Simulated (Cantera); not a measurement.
Input (Python, Cantera):

```python
import numpy as np
import cantera as ct

gas = ct.Solution("gri30.yaml")
gas.TPX = 1648, 1000000, {'CH4': 1, 'CO2': 0.58, 'H2O': 0.0053}
inlet = ct.Reservoir(gas, clone=True)

reactor = ct.IdealGasConstPressureReactor(gas, energy="off", clone=False)
exhaust = ct.Reservoir(gas, clone=True)
tau = [0.59, 0.29, 0.14, 0.068, 0.033, 0.016, 0.008, 0.0039][0]
for a, b in ((inlet, reactor), (reactor, exhaust)):
    ct.MassFlowController(a, b, mdot=lambda t: reactor.mass / tau)
net = ct.ReactorNet([reactor])
show = ['CH4', 'CO2', 'HO2', 'CO', 'CH2']

rows = []
print(f"{'tau/s':>10s}{'T/K':>9s}" + "".join(f"{s:>11s}" for s in show))
for tau in [0.59, 0.29, 0.14, 0.068, 0.033, 0.016, 0.008, 0.0039]:
    net.initial_time = 0.0
    net.advance(30 * tau)
    before = gas.X
    net.advance(40 * tau)
    drift = np.max(np.abs(gas.X - before) / (gas.X + 1e-9))
    rows.append([gas.T, *gas[show].X, drift])
    print(f"{tau:10.3e}{gas.T:9.1f}" + "".join(f"{x:11.3e}" for x in gas[show].X))
```

Result:

```
     tau/s      T/K        CH4        CO2        HO2         CO        CH2
 5.900e-01   1648.0  1.208e-01  3.167e-02  2.971e-15  3.035e-01  8.685e-09
 2.900e-01   1648.0  1.264e-01  4.249e-02  5.264e-15  2.741e-01  1.109e-08
 1.400e-01   1648.0  1.367e-01  5.773e-02  8.713e-15  2.414e-01  1.382e-08
 6.800e-02   1648.0  1.574e-01  8.114e-02  1.322e-14  2.060e-01  1.602e-08
 3.300e-02   1648.0  1.964e-01  1.193e-01  1.831e-14  1.647e-01  1.671e-08
 1.600e-02   1648.0  2.586e-01  1.750e-01  2.202e-14  1.161e-01  1.582e-08
 8.000e-03   1648.0  3.353e-01  2.357e-01  2.138e-14  6.971e-02  1.482e-08
 3.900e-03   1648.0  4.185e-01  2.893e-01  1.627e-14  3.365e-02  1.510e-08
```

Model: GRI-Mech 3.0 (53 species, 325 reactions), integrated in Cantera. GRI-Mech 3.0 stops at C3 and has no aromatics, soot or wall deposition, so with more carbon than oxygen in the feed, carbon stays in small species such as C2H2 where larger ones or solid carbon would form.
